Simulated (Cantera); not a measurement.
An adiabatic, constant-volume homogeneous reactor starts with 17.6 % H2, 17.3 % O2, 65.1 % N2, equivalence ratio 0.51, at 1500 K and 1.01 bar.

Cantera simulation using GRI-Mech 3.0 (53 species, 325 reactions); the numbers are that mechanism's predictions, not measurements.

Q: Predict: time of steepest temperature rise; temperature at 0.600 s; equilibrium temperature; x(H2) at 0.600 s; x(O2) at 0.600 s; x(NO) at 0.600 s; x(H2O) at 0.600 s; x(O) at 0.600 s.

A: 
* **time of steepest temperature rise**: 13.9 µs
* **temperature at 0.600 s**: 2696 K
* **equilibrium temperature**: 2696 K
* **x(H2) at 0.600 s**: 0.00682 (gas-phase equilibrium 0.00682)
* **x(O2) at 0.600 s**: 0.0771 (gas-phase equilibrium 0.0771)
* **x(NO) at 0.600 s**: 0.0180 (gas-phase equilibrium 0.0180)
* **x(H2O) at 0.600 s**: 0.170 (gas-phase equilibrium 0.170)
* **x(O) at 0.600 s**: 0.00763 (gas-phase equilibrium 0.00763)
